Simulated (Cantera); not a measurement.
Input: 1 mol Pb, 0.084 mol H2O, 78 mol N2, held at 1.00 Torr.

Equilibrium computed with Cantera from the NASA thermochemical tables; the gas is ideal and each condensed phase is pure. Candidate condensed phases: H2O, Pb, PbO, PbO2, Pb3O4; 27 gas species. The numbers say what is thermodynamically allowed, not how fast it happens. All values below are at 1100 K.

Base state: N2 0.986, Pb 0.0126, H2O 0.00105, PbO 1.18e-5, H2 1.18e-5 (mole fractions); condensed: gas only.

Q: What changes in the equilibrium state with this change: pressure from 1.00 Torr to 2550 Torr?

A: 
| species | before | after |
|---|---|---|
| N2 | 0.986 | 0.999 |
| H2O | 0.00105 | 0.00108 |
| Pb | 0.0126 | 3.56e-5 |
| PbO | 1.18e-5 | 6.36e-7 |
| H2 | 1.18e-5 | 6.36e-7 |
| Pb(l), mol | 0 | 0.997 |
